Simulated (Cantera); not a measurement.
Feed: 1 mol SiC, 0.002 mol O₂, 120 mol N₂, 0.12 mol CO₂, at 270 Pa.

Cantera equilibrium calculation (NASA polynomials, part measured and part estimated; ideal gas, pure solids and liquids). Candidate condensed phases: C, Si, SiC, SiO₂, Si₂N₂O, Si₃N₄; 34 gas species. N₂ is the only nitrogen source here; it is nearly inert below about 1500 K, so the nitride shown seldom forms there in practice. Mutual solubility and eutectic melting of coexisting phases are not modelled. Rates play no part.

Question: Which condensed phases are stable at each of these points (T (K)): 998, 1073, 1148, 1223, 1298, 1373, 1448, 1523, 1598, 1673, 1748, 1823, 1898?

Answer: 
```tsv
T (K)	condensed phases	Si condensed (%)
998	C(graphite) + Si₂N₂O(s) + Si₃N₄(s)	100.0
1073	C(graphite) + Si₂N₂O(s) + Si₃N₄(s)	100.0
1148	C(graphite) + Si₂N₂O(s) + Si₃N₄(s)	100.0
1223	C(graphite) + Si₂N₂O(s) + Si₃N₄(s)	100.0
1298	C(graphite) + SiC(s) + Si₂N₂O(s)	100.0
1373	SiC(s) + Si₂N₂O(s)	100.0
1448	SiC(s) + Si₂N₂O(s)	99.7
1523	SiC(s) + Si₂N₂O(s)	97.2
1598	SiC(s)	93.8
1673	SiC(s)	93.7
1748	SiC(s)	93.3
1823	SiC(s)	92.1
1898	SiC(s)	89.7
```

From 998 K to 1223 K the condensed part is C(graphite) + Si₂N₂O(s) + Si₃N₄(s). At 1298 K the condensed part is C(graphite) + SiC(s) + Si₂N₂O(s). From 1373 K to 1523 K the condensed part is SiC(s) + Si₂N₂O(s). From 1598 K to 1898 K the condensed part is SiC(s).
